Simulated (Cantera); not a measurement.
A perfectly stirred reactor is fed with CH₄ : H₂O : H₂ = 1 : 0.38 : 0.11 (molar parts), at 460000 Pa; it is held at 1575 K, and followed from long to short residence time.

Model: GRI-Mech 3.0 (53 species, 325 reactions), integrated in Cantera. GRI-Mech 3.0 stops at C3 and has no aromatics, soot or wall deposition, so with more carbon than oxygen in the feed, carbon stays in small species such as C2H2 where larger ones or solid carbon would form.

### Question
What does this change do: pressure from 460000 Pa to 77000 Pa?

### Answer
```json
[
 {"quantity": "x(CH₄) at τ = 8.10 s", "before": "0.186", "after": "0.0744"},
 {"quantity": "x(H₂O) at τ = 8.10 s", "before": "0.0575", "after": "0.0661"},
 {"quantity": "x(H₂) at τ = 8.10 s", "before": "0.575", "after": "0.654"},
 {"quantity": "x(CO₂) at τ = 8.10 s", "before": "0.00353", "after": "0.00276"},
 {"quantity": "x(CO) at τ = 8.10 s", "before": "0.103", "after": "0.0808"},
 {"quantity": "x(CH₄) at τ = 0.190 s", "before": "0.252", "after": "0.290"},
 {"quantity": "x(H₂O) at τ = 0.190 s", "before": "0.179", "after": "0.192"},
 {"quantity": "x(H₂) at τ = 0.190 s", "before": "0.434", "after": "0.401"},
 {"quantity": "x(CO₂) at τ = 0.190 s", "before": "0.00128", "after": "0.000372"},
 {"quantity": "x(CO) at τ = 0.190 s", "before": "0.0120", "after": "0.00472"}
]
```
